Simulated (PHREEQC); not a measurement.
PHREEQC input (Pitzer model, pitzer.dat):

```
SOLUTION 1
  temp 25
  units mol/kgw
  pH 7 charge
  Br 1.0846
  Na 0.0656
  Mg 0.54
  Cl 0.115
  K 0.054
  S(6) 8.5e-05
  Ca 8.5e-05
END
USE solution 1
INCREMENTAL_REACTIONS false
REACTION 1
  H2O -1
  0 9.886 18.011 24.689 30.178 34.689 38.397 moles
EQUILIBRIUM_PHASES 1
  Arcanite 0 0
  Bischofite 0 0
  Bloedite 0 0
  Brucite 0 0
  Carnallite 0 0
  Epsomite 0 0
  Glaserite 0 0
  Glauberite 0 0
  Gypsum 0 0
  Anhydrite 0 0
  Halite 0 0
  Hexahydrite 0 0
  Kainite 0 0
  Kieserite 0 0
  Leonite 0 0
  Mirabilite 0 0
  Misenite 0 0
  Polyhalite 0 0
  Portlandite 0 0
  Schoenite 0 0
  Sylvite 0 0
  Syngenite 0 0
  Thenardite 0 0
  MgCl2_4H2O 0 0
SELECTED_OUTPUT 1
  -reset false
  -pH true
  -pe true
  -ionic_strength true
  -water true
  -activities H2O
  -totals Br Ca Cl K Mg Na S
  -molalities H+ Na+ K+ Mg+2 Ca+2 Cl- SO4-2 Br- OH- HSO4-
    MgOH+
  -equilibrium_phases Arcanite Bischofite Bloedite Brucite Carnallite Epsomite Glaserite Glauberite Gypsum Anhydrite
    Halite Hexahydrite Kainite Kieserite Leonite Mirabilite Misenite Polyhalite Portlandite Schoenite
    Sylvite Syngenite Thenardite MgCl2_4H2O
PRINT
  -reset false
END
```

Selected output (columns that matter, 7 of 7 rows; water left (kg) added in front):

```
water left (kg)	pH	mu	Br	Ca	Cl	K	Mg	Na	S	m_H+	m_Na+	m_K+	m_Mg+2	la_H2O
1	6.0724	1.7399	1.0846	8.5e-05	0.115	0.054	0.54	0.0656	8.5e-05	7.2018e-07	0.0656	0.054	0.54	-0.014899
0.821894	5.9691	2.117	1.3196	0.00010342	0.13992	0.065702	0.65702	0.079816	0.00010342	8.0201e-07	0.079816	0.065702	0.65702	-0.018963
0.675514	5.8467	2.5757	1.6056	0.00012583	0.17024	0.079939	0.79939	0.097111	0.00012583	8.9975e-07	0.097111	0.079939	0.79939	-0.024385
0.555203	5.7001	3.1339	1.9535	0.0001531	0.20713	0.097262	0.97262	0.11815	0.0001531	1.0186e-06	0.11815	0.097262	0.97262	-0.031725
0.456313	5.5232	3.813	2.3769	0.00018628	0.25202	0.11834	1.1834	0.14376	0.00018628	1.1659e-06	0.14376	0.11834	1.1834	-0.041811
0.375043	5.308	4.6393	2.8919	0.00022664	0.30663	0.14398	1.4398	0.17491	0.00022664	1.3519e-06	0.17491	0.14398	1.4398	-0.055861
0.30824	5.0449	5.6448	3.5187	0.00027576	0.37309	0.17519	1.7519	0.21282	0.00027576	1.5909e-06	0.21282	0.17519	1.7519	-0.07569
```
